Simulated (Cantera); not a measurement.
Standard-state values (1 bar) from the NASA 1993 polynomials, evaluated with Cantera. Values are per mole of reaction as written; species without (g) are pure solids or liquids, kept so even where they would boil at 1 bar. VN: taken at fixed stoichiometry.

Question: Between 1075 and 1875 K, where is each reaction favourable under standard conditions?
- 7 V2O5 + 4 VN = 4 NO2(g) + 9 V2O3

Answer: 
- 7 V2O5 + 4 VN = 4 NO2(g) + 9 V2O3: ΔG° is 126 kJ at 1075 K and -78 kJ at 1875 K; it changes sign between 1475 and 1575 K. ΔH° is 425 kJ and ΔS° 268 J/K at 1875 K.
